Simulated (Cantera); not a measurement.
Charge: 1 mol N2O, 1.8 mol O2, 0.22 mol H2O, held at 2277 °C and 0.600 bar.

These are equilibrium values from Cantera (NASA tables, ideal gas, pure condensed phases), not measurements of a reactor. Candidate condensed phases: H2O; 24 gas species. The numbers say what is thermodynamically allowed, not how fast it happens.

Base state: O2 0.618, N2 0.267, H2O 0.0514, NO 0.0250, O 0.0187, OH 0.0180, H 0.00102, H2 0.000637 (mole fractions); condensed: gas only.

Q: What changes in the equilibrium state with this change: temperature from 2277 °C to 2702 °C?

A: 
```csv
species,before,after
O2,0.618,0.533
N2,0.267,0.245
O,0.0187,0.0979
OH,0.0180,0.0403
NO,0.0250,0.0411
H2O,0.0514,0.0313
H,0.00102,0.00901
H2,0.000637,0.00228
```
